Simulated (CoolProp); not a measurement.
A single-stage vapour-compression cycle with R407C: evaporating at 299.15 K (dew point), condensing at 329.15 K (bubble point), superheat 0 K, subcooling 5 K, compressor efficiency 0.85, no pressure losses. Each further row changes one setting.

Values from CoolProp's reference Helmholtz-energy equation of state, Lemmon 2003. It is a pseudo-pure fit of the blend.

| case | cooling COP | pressure ratio | discharge temperature (K) | refrigerating effect (kJ/kg) | volumetric capacity (kJ/m³) |
|---|---|---|---|---|---|
| as stated | … | 2.42 | 345.3 | 142 | 6390 |
| evaporating temperature 304.15 K | 7.14 | 2.10 | 343.6 | 143 | 7510 |
| condensing temperature 324.15 K | 7.11 | 2.16 | 339.0 | 150 | 6780 |
| subcooling 10 K | 6.22 | 2.42 | 345.3 | 150 | 6790 |
| superheat 10 K | 5.87 | 2.42 | 354.9 | … | … |
| compressor efficiency 0.75 | 5.17 | 2.42 | … | 142 | 6390 |

Problem. Some entries are withheld; supply them.

Solution. 
- as stated, cooling COP: 5.86
- superheat 10 K, refrigerating effect (kJ/kg): 153
- superheat 10 K, volumetric capacity (kJ/m³): 6450
- compressor efficiency 0.75, discharge temperature (K): 347.6
